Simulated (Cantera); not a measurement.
Charge: 1 mol Ta, 0.36 mol H₂O, 130 mol H₂, at 0.0488 Torr.

Method: chemical equilibrium by Gibbs-energy minimisation in Cantera with the NASA 1993 tables (ideal gas, pure condensed phases). Candidate condensed phases: H₂O, Ta, Ta₂O₅; 12 gas species. Mutual solubility and eutectic melting of coexisting phases are not modelled. Condensed phases not in the tables: N, O or C dissolved in the metal. Equilibrium is a limit: real reactors are often held back by kinetics, nucleation or transport.

x: gas mole fraction; n: condensed amount in mol.

| T (°C) | x H₂ | x H | x TaO | x Ta | n Ta(s) | n Ta₂O₅(s) |
|---|---|---|---|---|---|---|
| 877 | 1.000 | 9.25e-6 | <1e-12 | <1e-12 | 0.856 | 0.0719 |
| 1027 | 1.000 | 0.000137 | 2.03e-11 | <1e-12 | 0.857 | 0.0716 |
| 1177 | 0.999 | 0.00117 | 5.51e-9 | <1e-12 | 0.859 | 0.0704 |
| 1327 | 0.993 | 0.00672 | 5.13e-7 | <1e-12 | 0.866 | 0.0667 |
| 1477 | 0.971 | 0.0284 | 2.17e-5 | 1.61e-12 | 0.878 | 0.0523 |
| 1627 | 0.905 | 0.0936 | 0.000289 | 1.12e-10 | 0.842 | 0 |
| 1777 | 0.754 | 0.244 | 0.000930 | 4.17e-9 | 0.768 | 0 |
| 1927 | 0.503 | 0.495 | 0.00163 | 9.51e-8 | 0.684 | 0 |
| 2077 | 0.240 | 0.758 | 0.00164 | 1.46e-6 | 0.648 | 0 |
| 2227 | … | 0.913 | 0.00148 | … | 0.639 | 0 |
| 2377 | … | 0.971 | 0.00141 | … | 0.608 | 0 |
| 2527 | 0.00948 | 0.988 | 0.00138 | 0.000909 | 0.407 | 0 |

Complete the blanks.


- 2227, x H₂: 0.0857
- 2227, x Ta: 1.61e-5
- 2377, x H₂: 0.0279
- 2377, x Ta: 0.000136
